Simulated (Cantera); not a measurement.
A closed system holds: 1 mol CsCl, 0.47 mol HF, 0.11 mol N₂, at 1725 K and 1.33 mbar.

Cantera equilibrium calculation (NASA polynomials, part measured and part estimated; ideal gas, pure solids and liquids). Candidate condensed phases: Cs, CsCl, CsF, NH₄Cl; 32 gas species. The numbers say what is thermodynamically allowed, not how fast it happens.

Base state: CsCl 0.587, HF 0.253, N₂ 0.0695, CsF 0.0439, HCl 0.0403, Cl 0.00387, H₂ 0.00168, Cs 0.000307 (mole fractions); condensed: gas only.

Q: What changes in the equilibrium state with this change: temperature from 1725 K to 1173 K?

A: 
```json
[
 {"species": "CsCl", "before": "0.587", "after": "0.596"},
 {"species": "HF", "before": "0.253", "after": "0.286"},
 {"species": "N₂", "before": "0.0695", "after": "0.0707"},
 {"species": "CsF", "before": "0.0439", "after": "0.0157"},
 {"species": "HCl", "before": "0.0403", "after": "0.0156"},
 {"species": "Cs₂Cl₂", "before": "5.34e-5", "after": "0.0154"},
 {"species": "H", "before": "0.000209", "after": "9.06e-9"},
 {"species": "Cs", "before": "0.000307", "after": "3.66e-8"},
 {"species": "Cl", "before": "0.00387", "after": "1.57e-5"},
 {"species": "H₂", "before": "0.00168", "after": "7.87e-6"}
]
```
